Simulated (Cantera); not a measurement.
Input: 1 mol Si, 0.13 mol H2O, 710 mol H2, at 1025 °C and 2400 Pa.

These are equilibrium values from Cantera (NASA tables, ideal gas, pure condensed phases), not measurements of a reactor. Candidate condensed phases: H2O, Si, SiO2; 18 gas species. Rates play no part.

Base state: H2 1.000, SiO 0.000183 (mole fractions); condensed: Si(s).

What changes in the equilibrium state with this change: Si replaced by SiC?


```csv
species,before,after
H2,1.000,1.000
SiO,0.000183,9.37e-5
CO,0,8.86e-5
"Si(s), mol",0.870,0
"SiC(s), mol",0,0.933
```
Further candidate phases: C, C6H6, C7H8, C8H18, SiC.
